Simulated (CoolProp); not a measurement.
A simple Rankine cycle with R1233zd(E): condensing at 298.15 K, boiler at 0.92 MPa, turbine inlet 449 K, turbine efficiency 0.7, pump efficiency 0.8, no recuperator. Each further row changes one setting.

The numbers come from the reference Helmholtz-energy equation of state, Akasaka 2022 in CoolProp.

| case | thermal efficiency (%) | net work (kJ/kg) | heat in (kJ/kg) | turbine exit temperature (K) | volume ratio over the turbine |
|---|---|---|---|---|---|
| as stated | ___ | ___ | 318 | 404.8 | ___ |
| condensing temperature 290.15 K | ___ | 38.9 | 328 | 399.0 | 9.12 |
| boiler pressure 0.644 MPa | 8.9 | ___ | 321 | 413.7 | 4.77 |
| turbine efficiency 0.6 | 9.1 | ___ | 318 | ___ | 6.96 |

**Question.** Some entries are withheld; supply them.

**Answer.** 
- as stated, thermal efficiency (%): 10.7
- as stated, net work (kJ/kg): 33.9
- as stated, volume ratio over the turbine: 6.87
- condensing temperature 290.15 K, thermal efficiency (%): 11.9
- boiler pressure 0.644 MPa, net work (kJ/kg): 28.6
- turbine efficiency 0.6, net work (kJ/kg): 29.0
- turbine efficiency 0.6, turbine exit temperature (K): 410.0
